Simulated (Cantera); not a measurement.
What does this Cantera script print?

```python
import numpy as np
import cantera as ct

gas_names = """
    H H2 N NH NH2 NH3 N2 N2H2 N2H4 Si SiH SiH2 SiH3 SiH4 SiN Si2 Si2N Si3
""".split()
cond_names = """
    Si(cr) Si(L) Si3N4(a)
""".split()


# ... load() reads the species with a 1 bar reference pressure and builds the phases ...
atoms = {
    'Si3H8': {'Si': 3, 'H': 8},
    'N2': {'N': 2},
}
top_T = {'Si3N4(a)': 2400}  # K; cautious upper limits of use, not melting points


# ... equilibrate(T, P, feed) seeds the gas with the atoms and calls Mixture.equilibrate('TP', solver="vcs", rtol=1e-11, max_steps=5000) ...
results = []
feed = {'Si3H8': 1, 'N2': 13}  # mol
T = 848.15  # K
P = 140000  # Pa
mix = equilibrate(T, P, feed)
results.append((T, P, feed, dict(zip(mix.species_names, mix.species_moles))))
x = sorted(zip(gas.X, gas.species_names), reverse=True)
print(f"T = {T:g} K  P = {P:g} Pa  gas = {mix.phase_moles(0):.4g} mol")
print("   x: " + "  ".join(f"{s} {v:.3e}" for v, s in x if v > 1e-05))
print("   condensed (mol): " + ("  ".join(f"{mix.phase(i).name} {mix.phase_moles(i):.4g}"
      for i in range(1, mix.n_phases) if mix.phase_moles(i) > 1e-12) or "none"))
```

Result:

```
T = 848.15 K  P = 140000 Pa  gas = 15 mol
   x: N2 7.334e-01  H2 2.663e-01  NH3 3.110e-04
   condensed (mol): Si3N4(a) 1
```

Cantera equilibrium calculation (NASA polynomials, part measured and part estimated; ideal gas, pure solids and liquids). The feed counts by its element totals alone. N2 is the only nitrogen source here; it is nearly inert below about 1500 K, so the nitride shown seldom forms there in practice.
